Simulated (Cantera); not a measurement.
Silicon nitride deposition: SiCl4 + N2 + H2 + NH3

Input: 1 mol SiCl4, 50 mol N2, 10 mol H2, 21 mol NH3, at 0.00520 bar.

Equilibrium computed with Cantera from the NASA thermochemical tables; the gas is ideal and each condensed phase is pure. Candidate condensed phases: NH4Cl, Si, Si3N4; 28 gas species. The tables' values for SiCl, SiN, SiCl3 are old estimates; treat these amounts as uncertain. Gases not in the tables: Si2H6 and higher silanes. The numbers say what is thermodynamically allowed, not how fast it happens.

```
T (K)   x N2   x H2   x HCl       x H   x SiCl2  n Si3N4(s)  n Si(l)
-----  -----  -----  ------  --------  --------  ----------  -------
975    0.579  0.382  0.0387   9.81e-9   9.07e-9       0.333        0
1125   0.579  0.382  0.0387   3.81e-7   7.09e-7       0.333        0
1275   0.579  0.382  0.0387   6.32e-6   1.95e-5       0.333        0
1425   0.579  0.382  0.0382   5.85e-5  0.000256       0.324        0
1575   0.579  0.383  0.0351  0.000357   0.00174       0.273        0
1725   0.580  0.385  0.0270   0.00160   0.00567       0.127        0
1875   0.579  0.381  0.0270   0.00561   0.00534           0    0.200
2025   0.573  0.370  0.0305    0.0162   0.00293           0        0
```
x: gas mole fraction; n: condensed amount in mol.

From 975 K to 1725 K the condensed part is Si3N4(s). At 1875 K the condensed part is Si(l). At 2025 K nothing is condensed. The main Si-bearing gas is SiCl4 at 975 K and Si at 2025 K.
